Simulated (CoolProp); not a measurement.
Saturated liquid density (kg/m³) of sulfur hexafluoride: the reference equation beside estimates from Tc = 318.7 K, pc = 3.755 MPa, ω = 0.210. Rackett uses Z = 0.29056 − 0.08775 ω.

Model: reference Helmholtz-energy equation of state, Guder 2009, in CoolProp.

| T (K) | reference | Rackett | van der Waals | Redlich-Kwong | Peng-Robinson |
|---|---|---|---|---|---|
| 254.3 | 1680 | 1734 | 1069 | 1512 | 1784 |
| 258.9 | 1652 | 1704 | 1051 | 1478 | 1746 |
| 263.4 | 1624 | [?] | 1031 | 1444 | [?] |
| 268 | 1594 | 1642 | [?] | 1407 | 1663 |
| 272.5 | 1563 | 1609 | 989.8 | 1369 | 1619 |
| 277.1 | 1529 | 1574 | 967.2 | 1328 | 1571 |
| 281.6 | 1494 | [?] | 943.8 | 1286 | [?] |
| 286.1 | 1457 | 1499 | 918.9 | 1242 | 1466 |
| 290.7 | 1416 | 1456 | 891.6 | [?] | 1407 |
| 295.2 | 1372 | 1411 | 862.7 | 1142 | 1343 |
| 299.8 | 1321 | 1359 | 830.0 | 1084 | 1270 |
| 304.3 | 1265 | 1302 | 794.1 | 1022 | 1191 |
| 308.8 | 1196 | 1233 | 752.0 | 949.0 | 1097 |
| 313.4 | 1103 | 1139 | 697.6 | 856.9 | 978.0 |

Q: Some entries are withheld; supply them.

A: 
- 263.4, Rackett: 1674
- 263.4, Peng-Robinson: 1706
- 268, van der Waals: 1011
- 281.6, Rackett: 1538
- 281.6, Peng-Robinson: 1521
- 290.7, Redlich-Kwong: 1193

Absolute difference from the reference over all 14 rows, mean and median: Rackett 3.0 and 2.9 %, van der Waals 36.8 and 36.8 %, Redlich-Kwong 15.0 and 14.3 %, Peng-Robinson 4.4 and 4.1 %.
